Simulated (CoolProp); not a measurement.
Vapour-liquid equilibrium of propane (1) + isobutene (2) at 0.08 MPa; x and y are mole fractions of (1).

Model: multi-fluid Helmholtz-energy mixture model, Lemmon 2009 and Lemmon 2005; pair parameters Bell 2016, in CoolProp.

### Question
Give the bubble temperature and the first vapour's composition at x = 0.35, 0.575, 0.875. Is there an azeotrope?

### Answer
x = 0.35: 240.7 K, y = 0.707; x = 0.575: 234.6 K, y = 0.849; x = 0.875: 228.1 K, y = 0.967. No azeotrope shows between x = 0.05 and 0.95.

The pair parameters rest on a limited set of measurements; away from them the model extrapolates.
